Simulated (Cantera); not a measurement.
Feed: 1 mol V, 0.52 mol O2, 63 mol N2, at 2200 K and 13.3 mbar.

Equilibrium computed with Cantera from the NASA thermochemical tables; the gas is ideal and each condensed phase is pure. Candidate condensed phases: V, VN, VO, V2O3, V2O4, V2O5; 13 gas species. VO: taken at fixed stoichiometry. Equilibrium is a limit: real reactors are often held back by kinetics, nucleation or transport.

Question: What is the equilibrium state?

Answer: 
```
Quantity                               Result
----------------------------------  ---------
x(N2)                                   0.997
x(VO)                                 0.00196
x(VO2)                                0.00105
x(V)                                 0.000422
x(NO)                                 1.27e-6
n(VO(l))                            0.783 mol
gas amount                          63.22 mol
log10 activity of V(l) (absent)         -0.80
log10 activity of V2O5(l) (absent)     -10.64
```
